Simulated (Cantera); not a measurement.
A perfectly stirred reactor is fed with C₂H₆ : N₂ = 1 : 87 (molar parts), at 100.0 Torr; it is held at 1625 K, and followed from long to short residence time.

Cantera simulation using GRI-Mech 3.0 (53 species, 325 reactions); the numbers are that mechanism's predictions, not measurements. GRI-Mech 3.0 stops at C3 and has no aromatics, soot or wall deposition, so with more carbon than oxygen in the feed, carbon stays in small species such as C2H2 where larger ones or solid carbon would form.

**Question.** What does this change do: pressure from 100.0 Torr to 0.810 bar?

**Answer.** 
```tsv
quantity	before	after
x(C₂H₆) at τ = 1.20 s	5.16e-6	3.65e-6
x(C₂H₂) at τ = 1.20 s	0.0105	0.0100
x(C₂H) at τ = 1.20 s	1.47e-7	3.05e-8
x(C₂H₄) at τ = 1.20 s	3.20e-5	3.49e-5
x(HCN) at τ = 1.20 s	3.32e-5	3.56e-6
x(C₂H₆) at τ = 72.0 ms	5.64e-5	3.84e-5
x(C₂H₂) at τ = 72.0 ms	0.00984	0.00936
x(C₂H) at τ = 72.0 ms	2.78e-7	6.19e-8
x(C₂H₄) at τ = 72.0 ms	0.000252	0.000188
x(HCN) at τ = 72.0 ms	2.06e-5	2.92e-6
```

**Question.** What does this change do: C2H6 1 to 0.51 parts?

**Answer.** 
```tsv
quantity	before	after
x(C₂H₆) at τ = 1.20 s	5.16e-6	2.98e-6
x(C₂H₂) at τ = 1.20 s	0.0105	0.00543
x(C₂H) at τ = 1.20 s	1.47e-7	1.12e-7
x(C₂H₄) at τ = 1.20 s	3.20e-5	1.93e-5
x(HCN) at τ = 1.20 s	3.32e-5	5.21e-5
x(C₂H₆) at τ = 72.0 ms	5.64e-5	3.29e-5
x(C₂H₂) at τ = 72.0 ms	0.00984	0.00509
x(C₂H) at τ = 72.0 ms	2.78e-7	2.22e-7
x(C₂H₄) at τ = 72.0 ms	0.000252	0.000154
x(HCN) at τ = 72.0 ms	2.06e-5	3.19e-5
```

**Question.** What does this change do: N2 87 to 16 parts?

**Answer.** 
| quantity | before | after |
|---|---|---|
| x(C₂H₆) at τ = 1.20 s | 5.16e-6 | 1.89e-5 |
| x(C₂H₂) at τ = 1.20 s | 0.0105 | 0.0496 |
| x(C₂H) at τ = 1.20 s | 1.47e-7 | 2.46e-7 |
| x(C₂H₄) at τ = 1.20 s | 3.20e-5 | 0.000162 |
| x(HCN) at τ = 1.20 s | 3.32e-5 | 7.40e-6 |
| x(C₂H₆) at τ = 72.0 ms | 5.64e-5 | 0.000210 |
| x(C₂H₂) at τ = 72.0 ms | 0.00984 | 0.0460 |
| x(C₂H) at τ = 72.0 ms | 2.78e-7 | 4.30e-7 |
| x(C₂H₄) at τ = 72.0 ms | 0.000252 | 0.00101 |
| x(HCN) at τ = 72.0 ms | 2.06e-5 | 4.64e-6 |
